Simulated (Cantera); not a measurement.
**Transport properties of process gases**

Gas mixture: N₂O : NO : N₂ = 0.48 : 0.15 : 0.05 (molar parts), at 7500 Torr, frozen composition.

Cantera's kinetic-theory transport with the Lennard-Jones parameters of GRI-Mech 3.0, ideal gas; thermal conductivity in the mixture-averaged form. The composition is frozen, though it would react at the higher temperatures.

```
T (K)  ρ (kg/m³)  cp (J/kg/K)  μ (µPa s)  λ (mW/m/K)     Pr  D (cm²/s) CH₃  D (cm²/s) CH₄  D (cm²/s) N₂
-----  ---------  -----------  ---------  ----------  -----  -------------  -------------  ------------
400         12.0        978.9       20.3        27.4  0.726         0.0316         0.0314        0.0282
600         7.97         1090       28.1        42.0  0.730         0.0649         0.0645        0.0573
800         5.98         1171       34.8        55.6  0.734          0.107          0.106        0.0936
1000        4.78         1230       40.7        68.2  0.735          0.156          0.155         0.136
1200        3.98         1267       46.2        79.9  0.733          0.212          0.210         0.185
1400        3.41         1298       51.3        90.9  0.732          0.275          0.272         0.240
1600        2.99         1322       56.0         101  0.732          0.343          0.341         0.299
1800        2.66         1342       60.5         111  0.732          0.418          0.414         0.364
2000        2.39         1358       64.9         120  0.731          0.498          0.494         0.434
```
D: mixture-averaged diffusion coefficient of that species in the mixture.
